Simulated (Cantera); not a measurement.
Hydrocarbon pyrolysis for carbon deposition

A perfectly stirred reactor is fed with CH₄ : N₂ = 1 : 1.8 (molar parts), at 0.0520 bar; it is held at 1898 K, and followed from long to short residence time.

Detailed kinetics in Cantera: GRI-Mech 3.0 (53 species, 325 reactions). GRI-Mech 3.0 stops at C3 and has no aromatics, soot or wall deposition, so with more carbon than oxygen in the feed, carbon stays in small species such as C2H2 where larger ones or solid carbon would form.

```
τ (s)      x CH₄    x C₂H₄    x CH₂     x CH₃    x H₂     x HCN
-------  -------  --------  -------  --------  ------  --------
3.1      0.00426   4.44e-5  2.12e-6  0.000397   0.388  0.000404
0.76      0.0102   8.68e-5  3.46e-6  0.000808   0.382  0.000133
0.18      0.0253  0.000295  5.26e-6   0.00164   0.364   3.63e-5
0.044     0.0583   0.00119  7.43e-6   0.00316   0.326   9.64e-6
0.011      0.121   0.00434  9.75e-6   0.00552   0.253   2.35e-6
0.0026     0.232    0.0112  1.03e-5   0.00789   0.125   2.85e-7
0.00062    0.341   0.00326  3.40e-6   0.00493  0.0123   2.90e-9
```
x: mole fraction; the columns are a selection and need not sum to one.
